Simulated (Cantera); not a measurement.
A perfectly stirred reactor is fed with C3H8 : O2 : N2 = 1 : 7.25 : 56.5 (molar parts), equivalence ratio 0.69, at 7.20 bar; it is adiabatic with a 725 K inlet, and is followed from long to short residence time, starting on the burning branch (τ in s: 0.16, 0.084, 0.045, 0.024, 0.013, 0.0069, 0.0037, 0.002, 0.0011, 0.00057, 0.0003, 0.00016, 8.7e-05).

Cantera simulation using GRI-Mech 3.0 (53 species, 325 reactions); the numbers are that mechanism's predictions, not measurements. GRI-Mech 3.0 was tuned for natural gas; its chemistry of propane as a main component is partial and can be far from experiment.

Task: Predict: blow-out, bracketed by the residence times tried; x(C3H8) at τ = 0.160 s; x(O2) at τ = 0.160 s; x(H2O) at τ = 0.160 s; x(OH) at τ = 0.160 s; x(C3H8) at τ = 3.70 ms; x(O2) at τ = 3.70 ms; x(H2O) at τ = 3.70 ms; x(C2H6) at τ = 3.70 ms; x(OH) at τ = 3.70 ms.

Result: 
| Quantity | Value |
|---|---|
| blow-out, bracketed by the residence times tried | burning at 0.570 ms, out at 0.300 ms |
| x(C3H8) at τ = 0.160 s | 6.45e-7 |
| x(O2) at τ = 0.160 s | 0.0343 |
| x(H2O) at τ = 0.160 s | 0.0607 |
| x(OH) at τ = 0.160 s | 0.000147 |
| x(C3H8) at τ = 3.70 ms | 9.73e-6 |
| x(O2) at τ = 3.70 ms | 0.0351 |
| x(H2O) at τ = 3.70 ms | 0.0603 |
| x(C2H6) at τ = 3.70 ms | 2.03e-8 |
| x(OH) at τ = 3.70 ms | 0.000392 |
